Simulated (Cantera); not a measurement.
# Silicon nitride deposition: SiH₂Cl₂ + NH₃ + N₂

A closed system holds: 1 mol SiH₂Cl₂, 0.2 mol NH₃, 2 mol N₂, held at 0.0133 bar.

Equilibrium computed with Cantera from the NASA thermochemical tables; the gas is ideal and each condensed phase is pure. Candidate condensed phases: NH₄Cl, Si, Si₃N₄; 28 gas species. The tables' values for SiCl₃, SiCl, SiN are old estimates; treat these amounts as uncertain. Gases not in the tables: Si₂H₆ and higher silanes. Kinetics and transport are ignored.

```csv
T (°C),x N₂,x HCl,x H₂,x SiCl₂,x SiCl₄,x SiCl₃,x H,x Si,n Si₃N₄(s),n Si(l)
627,0.428,0.322,0.194,5.24e-8,0.0560,7.85e-6,4.46e-10,<1e-12,0.265,0
727,0.424,0.341,0.183,2.18e-6,0.0507,6.77e-5,8.42e-9,<1e-12,0.271,0
827,0.421,0.356,0.175,4.55e-5,0.0464,0.000389,9.38e-8,<1e-12,0.276,0
927,0.419,0.367,0.169,0.000558,0.0421,0.00164,7.03e-7,<1e-12,0.278,0
1027,0.418,0.371,0.165,0.00442,0.0358,0.00516,3.90e-6,6.49e-12,0.276,0
1127,0.419,0.355,0.167,0.0226,0.0238,0.0112,1.72e-5,6.28e-10,0.260,0
1227,0.427,0.302,0.182,0.0664,0.00877,0.0135,6.50e-5,3.24e-8,0.217,0
1327,0.439,0.226,0.208,0.116,0.00174,0.00908,0.000215,1.01e-6,0.161,0
1427,0.450,0.157,0.233,0.154,0.000276,0.00464,0.000616,2.07e-5,0.113,0
1527,0.477,0.113,0.238,0.167,4.91e-5,0.00225,0.00151,0.000238,0,0.253
1627,0.476,0.119,0.233,0.163,1.97e-5,0.00155,0.00332,0.000946,0,0.261
1727,0.473,0.123,0.228,0.159,8.57e-6,0.00109,0.00672,0.00327,0,0.259
1827,0.467,0.125,0.220,0.153,3.91e-6,0.000776,0.0127,0.0100,0,0.232
```
x: gas mole fraction; n: condensed amount in mol.

From 627 °C to 1427 °C the condensed part is Si₃N₄(s). From 1527 °C to 1827 °C the condensed part is Si(l). The main Si-bearing gas is SiCl₄ at 627 °C and SiCl₂ at 1827 °C. The share of Si in condensed phases is highest at 927 °C (83.5 %) and lowest at 1827 °C (23.2 %).
